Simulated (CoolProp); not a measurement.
n-perfluorohexane along the isotherm 176.85 °C: fugacity coefficient from the reference equation and from simpler models built on Tc = 174.9 °C, pc = 1.742 MPa, ω = 0.497; each cubic takes its own stable root.

The numbers come from the reference Helmholtz-energy equation of state, Gao 2022 in CoolProp.

```csv
p (MPa),phase,reference
0.0551,gas,0.9891
0.0858,gas,0.9831
0.134,gas,0.9736
0.208,gas,0.9591
0.324,gas,0.9364
0.504,gas,0.9015
0.785,gas,0.8475
1.22,gas,0.7639
1.9,supercritical,0.6185
2.96,supercritical,0.4374
4.61,supercritical,0.3210
7.18,supercritical,0.2502
11.2,supercritical,0.2134
17.4,supercritical,0.2085
```

**Question.** How far does each simpler model (van der Waals, Redlich-Kwong) lie from the reference over these 14 states: mean and median of the absolute difference, and the worst?

**Answer.** 
- van der Waals: mean 15.1 %, median 3.3 %, worst +79.5 % at 176.85 °C and 17.4 MPa
- Redlich-Kwong: mean 4.8 %, median 0.8 %, worst +21.4 % at 176.85 °C and 17.4 MPa
